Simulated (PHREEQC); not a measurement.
PHREEQC input (ion-association model, wateq4f.dat):

```
SOLUTION_MASTER_SPECIES
  An  An-  0  An  62.0  # stands for a non-complexing anion
SOLUTION_SPECIES
  An- = An-
    -log_k 0
    -gamma 3.0 0
PHASES
  Fix_H+
    H+ = H+
    -log_k 0
SOLUTION 1
  temp 25
  units mmol/kgw
  pH 7 charge
  Na 1
  An 1
END
SELECTED_OUTPUT 1
  -reset false
  -pH true
  -pe true
  -ionic_strength true
  -water true
  -totals Na
  -molalities Hfo_wOH Hfo_wOH2+ Hfo_wO- Hfo_sOH Hfo_sOH2+ Hfo_sO-
USER_PUNCH 1
  -headings sigma psi
  10 PUNCH EDL("sigma", "Hfo"), EDL("psi", "Hfo")
PRINT
  -reset false
USE solution 1
SURFACE 1
  Hfo_wOH 0.00516854 600 2.3
  Hfo_sOH 0.000129213
EQUILIBRIUM_PHASES 1
  Fix_H+ -3 HAn 10
    -force_equality true
  O2(g) -0.68 10
END
# ... the last block is repeated for the other 12 points of pH, with NaOH or the acid as the point needs
```

Selected output (columns that matter, 13 of 13 rows; pH added in front):

```
pH	mu	Na	m_Hfo_wOH	m_Hfo_wOH2+	m_Hfo_wO-	m_Hfo_sOH	m_Hfo_sOH2+	m_Hfo_sO-	sigma	psi
3	0.0041033	0.001	0.001176	0.0039845	7.9519e-06	2.9401e-05	9.9613e-05	1.988e-07	0.28501	0.22243
3.5	0.0028337	0.001	0.0021692	0.002963	3.6381e-05	5.423e-05	7.4074e-05	9.0951e-07	0.20975	0.21619
4	0.002125	0.001	0.0029828	0.0020881	9.7612e-05	7.457e-05	5.2202e-05	2.4403e-06	0.14266	0.20379
4.5	0.0016924	0.001	0.0035016	0.0014768	0.0001902	8.7539e-05	3.6919e-05	4.7551e-06	0.092208	0.18723
5	0.0014193	0.001	0.0037748	0.0010958	0.00029789	9.437e-05	2.7396e-05	7.4471e-06	0.057189	0.16724
5.5	0.0012479	0.001	0.0038962	0.00087487	0.0003975	9.7404e-05	2.1872e-05	9.9374e-06	0.034214	0.14426
6	0.0011431	0.001	0.0039431	0.0007513	0.0004741	9.8578e-05	1.8782e-05	1.1852e-05	0.019867	0.11891
6.5	0.0010805	0.001	0.0039597	0.00068261	0.00052621	9.8993e-05	1.7065e-05	1.3155e-05	0.011209	0.091898
7	0.0010432	0.001	0.0039653	0.00064363	0.00055964	9.9131e-05	1.6091e-05	1.3991e-05	0.0060198	0.063867
7.5	0.0010199	0.001	0.003967	0.00062012	0.00058137	9.9176e-05	1.5503e-05	1.4534e-05	0.0027773	0.035256
8	0.0010033	0.001	0.0039675	0.00060374	0.00059729	9.9187e-05	1.5093e-05	1.4932e-05	0.00046183	0.0063693
8.5	0.0010154	0.0010275	0.0039673	0.00058877	0.00061242	9.9183e-05	1.4719e-05	1.5311e-05	-0.001695	-0.022565
9	0.0010422	0.0010739	0.0039663	0.00057012	0.00063213	9.9157e-05	1.4253e-05	1.5803e-05	-0.0044441	-0.051323
```

Species that the database lacks are ignored. The oxide is taken as insoluble; below pH 4 it would dissolve.
